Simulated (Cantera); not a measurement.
A perfectly stirred reactor is fed with 24.0 % H₂, 20.0 % O₂, 56.0 % N₂, at 750 Torr; it is held at 1075 K, and followed from long to short residence time.

Model: the H2/O2 subset of GRI-Mech 3.0, which has no nitrogen chemistry, integrated in Cantera. The temperature is held fixed by assumption; the heat of reaction is taken as removed at once.

One state of this run: x H₂ = 0.0397; x O₂ = 0.109; x H₂O₂ = 6.07e-5; x O = 6.55e-5; x HO₂ = 0.000166. x: mole fraction; the columns are a selection and need not sum to one.

Problem. Which value of τ (s) does it belong to?
(A) 6.5
(B) 0.0042
(C) 0.018
(D) 0.079

Solution. B, 0.0042
